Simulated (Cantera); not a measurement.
Input (Python, Cantera):

```python
import numpy as np
import cantera as ct

gas = ct.Solution("SiF4_NH3_mec.yaml", "gas")
gas.TPX = 2400, 14000, {'NH3': 1, 'N2': 29}
reactor = ct.IdealGasConstPressureReactor(gas, energy="off", clone=False)
net = ct.ReactorNet([reactor])
net.rtol, net.atol = 1e-08, 1e-18
show = ['NH3', 'N2', 'N2H4', 'NH', 'H']
times = np.geomspace(2e-05, 90, 11)

steps = ct.SolutionArray(gas, extra=["t"])
rows = []
print(f"{'t/s':>10s}{'T/K':>9s}{'P/Pa':>11s}" + "".join(f"{s:>11s}" for s in show))
for t in times:
    while net.time < t:
        t_next = net.step()
        steps.append(gas.state, t=t_next)
    rows.append([np.interp(t, steps.t, y) for y in (steps.T, steps.P, *steps(*show).X.T)])
    print(f"{t:10.3e}{rows[-1][0]:9.1f}{rows[-1][1]:11.4g}" + "".join(f"{x:11.3e}" for x in rows[-1][2:]))
rate = np.gradient(steps.T, steps.t)
print("integrator steps:", len(steps.t))
if steps.T.max() > steps.T[0] + 200:
    print(f"time of steepest temperature rise: {steps.t[rate.argmax()]:.4e} s")
gas.TPX = 2400, 14000, {'NH3': 1, 'N2': 29}
gas.equilibrate("TP")
print(f"equilibrium (TP): T = {gas.T:.1f} K  " + "  ".join(f"{s} {gas[s].X[0]:.3e}" for s in show))
```

Output:

```
       t/s      T/K       P/Pa        NH3         N2       N2H4         NH          H
 2.000e-05   2400.0    1.4e+04  3.327e-02  9.666e-01  1.847e-11  1.196e-07  8.560e-06
 9.254e-05   2400.0    1.4e+04  3.300e-02  9.665e-01  4.572e-10  3.273e-06  9.413e-06
 4.282e-04   2400.0    1.4e+04  3.168e-02  9.658e-01  5.151e-09  2.719e-05  3.245e-05
 1.981e-03   2400.0    1.4e+04  2.557e-02  9.630e-01  2.693e-09  4.683e-05  1.171e-04
 9.169e-03   2400.0    1.4e+04  9.755e-03  9.558e-01  3.858e-10  3.938e-05  3.290e-04
 4.243e-02   2400.0    1.4e+04  1.628e-04  9.511e-01  8.608e-13  7.032e-06  1.266e-03
 1.963e-01   2400.0    1.4e+04  1.290e-07  9.488e-01  1.290e-17  1.360e-07  5.865e-03
 9.084e-01   2400.0    1.4e+04  1.473e-08  9.474e-01  4.203e-19  3.875e-08  8.934e-03
 4.203e+00   2400.0    1.4e+04  1.449e-08  9.474e-01  4.078e-19  3.822e-08  8.946e-03
 1.945e+01   2400.0    1.4e+04  1.449e-08  9.474e-01  4.078e-19  3.822e-08  8.946e-03
 9.000e+01   2400.0    1.4e+04  1.449e-08  9.474e-01  4.078e-19  3.822e-08  8.946e-03
integrator steps: 1803
equilibrium (TP): T = 2400.0 K  NH3 1.449e-08  N2 9.474e-01  N2H4 4.078e-19  NH 3.822e-08  H 8.946e-03
```

Detailed kinetics in Cantera: the gas-phase N/H chemistry of the illustrative SiF4/NH3 mechanism in the Surface Chemkin manual (1991). Walls and surfaces, which speed up NH3 decomposition in real reactors, are not modelled.
